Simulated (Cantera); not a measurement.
Thermodynamics of aluminium nitride and oxide growth, feed Al(CH3)3 + H2O + N2

Charge: 1 mol Al(CH3)3, 0.91 mol H2O, 2 mol N2, at 0.0100 bar.

Cantera equilibrium calculation (NASA polynomials, part measured and part estimated; ideal gas, pure solids and liquids). Candidate condensed phases: Al, AlN, Al2O3, C, C6H6, C7H8, C8H18, H2O; 148 gas species. The feed counts by its element totals alone. Mutual solubility and eutectic melting of coexisting phases are not modelled. Kinetics and transport are ignored.

| T (K) | log p H2 | log p N2 | log p CO | log p CH4 | log p HCN | log p H | log p HNC | log p NH3 | n AlN(s) | n Al2O3(s) | n C(graphite) |
|---|---|---|---|---|---|---|---|---|---|---|---|
| 875 | -2.13 | -2.60 | -8.47 | -4.61 | -8.64 | -11.36 | -11.93 | -7.32 | 0.393 | 0.303 | 2.98 |
| 925 | -2.13 | -2.60 | -7.72 | -4.90 | -8.21 | -10.65 | -11.30 | -7.49 | 0.393 | 0.303 | 2.99 |
| 975 | -2.13 | -2.60 | -7.04 | -5.15 | -7.83 | -10.00 | -10.74 | -7.65 | 0.393 | 0.303 | 2.99 |
| 1025 | -2.13 | -2.60 | -6.43 | -5.38 | -7.48 | -9.42 | -10.23 | -7.79 | 0.394 | 0.303 | 3.00 |
| 1075 | -2.13 | -2.60 | -5.88 | -5.60 | -7.16 | -8.90 | -9.77 | -7.93 | 0.394 | 0.303 | 3.00 |
| 1125 | -2.13 | -2.60 | -5.38 | -5.79 | -6.88 | -8.41 | -9.35 | -8.05 | 0.395 | 0.302 | 3.00 |
| 1175 | -2.13 | -2.60 | -4.93 | -5.97 | -6.61 | -7.97 | -8.97 | -8.16 | 0.399 | 0.300 | 2.99 |
| 1225 | -2.13 | -2.60 | -4.51 | -6.13 | -6.38 | -7.57 | -8.62 | -8.26 | 0.408 | 0.296 | 2.98 |
| 1275 | -2.13 | -2.61 | -4.12 | -6.29 | -6.16 | -7.20 | -8.30 | -8.36 | 0.430 | 0.285 | 2.94 |
| 1325 | -2.13 | -2.62 | -3.77 | -6.43 | -5.96 | -6.85 | -8.01 | -8.45 | 0.476 | 0.262 | 2.87 |
| 1375 | -2.14 | -2.63 | -3.45 | -6.57 | -5.78 | -6.53 | -7.74 | -8.55 | 0.570 | 0.215 | 2.73 |
| 1425 | -2.15 | -2.67 | -3.15 | -6.72 | -5.62 | -6.24 | -7.51 | -8.66 | 0.749 | 0.126 | 2.46 |
| 1475 | -2.16 | -2.72 | -2.93 | -6.86 | -5.49 | -5.97 | -7.30 | -8.77 | 1.000 | 0 | 2.09 |
log p: log10 of the partial pressure in bar; n: condensed amount in mol.

From 875 K to 1425 K the condensed part is AlN(s) + Al2O3(s) + C(graphite). At 1475 K the condensed part is AlN(s) + C(graphite).
